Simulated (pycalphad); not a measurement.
All values are pycalphad results on the COST 507 light-alloy database (1999) (1 atm), not direct measurements. These are 1990s assessments: newer ones move some temperatures and phases.

Molar enthalpy of Al-8.48Mn-9.52Si (at.%) in equilibrium (SER reference):

| T (°C) | H (kJ/mol) | phases |
|---|---|---|
| 1577 | 55.38 | LIQUID |
| 1497 | 52.76 | LIQUID |
| 1417 | 50.15 | LIQUID |
| 1337 | 47.53 | LIQUID |
| 1257 | 44.91 | LIQUID |
| 1177 | 42.30 | LIQUID |
| 1097 | 39.70 | LIQUID |
| 1017 | 37.11 | LIQUID |
| 937 | 34.53 | LIQUID |
| 897 | 33.25 | LIQUID |
| 857 | 30.84 | LIQUID + ALMNSI_BETA |
| 777 | 23.93 | LIQUID + ALMNSI_BETA |
| 697 | 15.57 | LIQUID + ALMNSI_ALPHA |
| 617 | 12.20 | LIQUID + ALMNSI_ALPHA |
| 537 | 3.23 | ALMNSI_ALPHA + FCC_A1 + DIAMOND_A4 |
| 497 | 1.93 | ALMNSI_ALPHA + FCC_A1 + DIAMOND_A4 |
| 457 | 0.67 | ALMNSI_ALPHA + FCC_A1 + DIAMOND_A4 |
| 377 | -1.74 | ALMNSI_ALPHA + FCC_A1 + DIAMOND_A4 |
| 297 | -4.05 | ALMNSI_ALPHA + FCC_A1 + DIAMOND_A4 |

Cooling from 897 °C to 537 °C, across the freezing range, releases 30.0 kJ/mol, or 1020 J/g. The slope is 32 J/(mol K) in the liquid and 32 J/(mol K) just below the solidus, where it includes any heat of precipitation. Liquidus 868 °C, solidus 576 °C. Changes were sought between steps of 40 K, so a narrower field can be missed.

Database names, with the compositions (at.%) that they take in these runs: ALMNSI_BETA: Al 64 Mn 23 Si 12; ALMNSI_ALPHA: Al 70 Mn 17 Si 12. FCC_A1 is fcc; DIAMOND_A4 is diamond (Si).
